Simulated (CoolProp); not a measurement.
Vapour-liquid equilibrium of R113 (1) + acetone (2) at 349.6 K; x and y are mole fractions of (1).

Values from CoolProp's multi-fluid Helmholtz-energy mixture model, Marx 1992 and Lemmon 2006; pair parameters Bell 2016.

| x | bubble pressure, mixture model (bar) | bubble pressure, Raoult's law (bar) | y, mixture model | y, Raoult's law |
|---|---|---|---|---|
| 0.05 | 2.090 | 1.964 | 0.111 | 0.061 |
| 0.15 | 2.321 | 2.011 | 0.267 | 0.180 |
| 0.25 | 2.482 | 2.058 | 0.374 | 0.293 |
| 0.35 | 2.591 | 2.105 | 0.455 | 0.401 |
| 0.45 | 2.661 | 2.151 | 0.523 | 0.504 |
| 0.55 | 2.701 | 2.198 | 0.584 | 0.603 |
| 0.65 | 2.712 | 2.245 | 0.646 | 0.697 |
| 0.75 | 2.692 | 2.292 | 0.715 | 0.788 |
| 0.85 | 2.630 | 2.338 | 0.800 | 0.875 |
| 0.95 | 2.505 | 2.385 | 0.919 | 0.959 |

The largest gap from Raoult's law is +23.7 % in bubble pressure, at x = 0.45. y crosses x between x = 0.55 and 0.65: the model has an azeotrope there.

Pair parameters are fitted to limited data, so mixtures are less certain than the pure fluids.
